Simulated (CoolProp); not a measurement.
Vapour-liquid equilibrium of acetone (1) + benzene (2) at 103.35 °C; x and y are mole fractions of (1).

Computed with CoolProp (multi-fluid Helmholtz-energy mixture model, Lemmon 2006 and Thol 2012; pair parameters Bell 2016).

Q: Give the bubble pressure and the first vapour's composition at x = 0.05, 0.75, 0.85. Is there an azeotrope?

A: x = 0.05: 213.6 kPa, y = 0.118; x = 0.75: 365.6 kPa, y = 0.833; x = 0.85: 381.9 kPa, y = 0.900. No azeotrope shows between x = 0.05 and 0.95.

Pair parameters are fitted to limited data, so mixtures are less certain than the pure fluids.
